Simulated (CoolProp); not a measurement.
Vapour-liquid equilibrium of ethanol (1) + n-hexane (2) at 161.65 °C; x and y are mole fractions of (1).

Model: multi-fluid Helmholtz-energy mixture model, Schroeder 2014 and Thol 2019; pair parameters Bell 2016, in CoolProp.

```csv
x,bubble pressure (kPa),y at the bubble point,dew pressure at overall composition x (kPa),liquid density (mol/L)
0.05,1100,0.150,989.3,5.966
0.2,1383,0.365,1161,6.405
0.35,1504,0.465,1363,7.030
0.5,1553,0.539,1533,7.918
0.65,1554,0.621,1544,9.133
0.8,1498,0.736,1454,10.74
0.95,1367,0.918,1344,12.85
```

y crosses x between x = 0.5 and 0.65: the model has an azeotrope there.

The pair parameters rest on a limited set of measurements; away from them the model extrapolates.
